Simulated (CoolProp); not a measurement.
Aqueous potassium formate as a coolant, at -9 °C, 1 atm.

Model: Melinder's fits for secondary coolants, in CoolProp.

| mass % | freezing point (°C) | Prandtl number | cp (kJ/(kg K)) | viscosity (mPa s) | density (kg/m³) |
|---|---|---|---|---|---|
| 18 | -10.1 | 19.3 | 3.497 | 2.89 | 1116 |
| 21.8 | -13.1 | 19.8 | 3.359 | 3.06 | 1142 |
| 25.6 | -16.5 | 20.5 | 3.230 | 3.26 | 1169 |
| 29.4 | -20.5 | 21.4 | 3.111 | 3.48 | 1196 |
| 33.1 | -24.9 | 22.3 | 3.004 | 3.71 | 1222 |
| 36.9 | -30.1 | 23.5 | 2.903 | 3.96 | 1250 |
